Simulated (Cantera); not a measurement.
Input: 1 mol Fe, 0.06 mol H2O, 0.69 mol O2, equilibrated at 1648 K and 39000 Pa.

Method: chemical equilibrium by Gibbs-energy minimisation in Cantera with the NASA 1993 tables (ideal gas, pure condensed phases). Candidate condensed phases: Fe, FeO, Fe(OH)2, Fe(OH)3, Fe2O3, Fe3O4, H2O; 12 gas species. Rates play no part.

Base state: H2O 0.719, O2 0.280, OH 0.000922, H2 2.50e-5, O 2.14e-5 (mole fractions); condensed: Fe3O4(s).

**Question.** What changes in the equilibrium state with this change: Fe replaced by Fe3O4?

**Answer.** 
```tsv
species	before	after
O2	0.280	0.880
H2O	0.719	0.120
OH	0.000922	0.000501
H2	2.50e-5	2.35e-6
O	2.14e-5	3.80e-5
Fe3O4(s), mol	0.333	0
Fe2O3(s), mol	0	1.50
```
